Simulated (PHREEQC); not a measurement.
A solution holds 0.0012 mol/kgw NiSO4 and 3.9e-05 mol/kgw MgSO4, at 20 °C. Closed to the air; pH follows from the charge balance.

Computed with PHREEQC (ion-association model, wateq4f.dat).

```
quantity                         before     after
-----------------------------  --------  --------
pH                                 6.55      6.88
ionic strength (mol/kgw)        0.00443  0.000487
SO4-2 (mol/kgw)                 0.00111  0.000122
Ni+2 (mol/kgw)                  0.00107  0.000118
NiSO4 (mol/kgw)                0.000126   2.19e-6
NiOH+ (mol/kgw)                 2.96e-7   8.07e-8
SI of Morenosite (NiSO4:7H2O)     -3.77     -5.53
```

Problem. What was changed between the two runs?
A) temperature from 20 to 55 °C
B) diluted 10-fold with water
C) MgSO4 left out
D) MgSO4 from 3.9e-05 to 7.8e-06 mol/kgw
E) NiSO4 from 0.0012 to 0.0018 mol/kgw

Solution. B, diluted 10-fold with water

Precipitation was switched off in this run.
